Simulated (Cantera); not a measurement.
An adiabatic, constant-pressure homogeneous reactor starts with CH₄ : H₂ : O₂ : N₂ = 1 : 0.33 : 3.28 : 12.3 (molar parts), equivalence ratio 0.66, at 1000 K and 5.00 bar.

Model: GRI-Mech 3.0 (53 species, 325 reactions), integrated in Cantera.

### Question
Predict: time of steepest temperature rise; temperature at 6.00 s; equilibrium temperature; x(H₂) at 6.00 s; x(O₂) at 6.00 s; x(O) at 6.00 s.

### Answer
- time of steepest temperature rise = 20.4 ms
- temperature at 6.00 s = 2315 K
- equilibrium temperature = 2315 K
- x(H₂) at 6.00 s = 0.000555 (gas-phase equilibrium 0.000555)
- x(O₂) at 6.00 s = 0.0617 (gas-phase equilibrium 0.0617)
- x(O) at 6.00 s = 0.000604 (gas-phase equilibrium 0.000604)
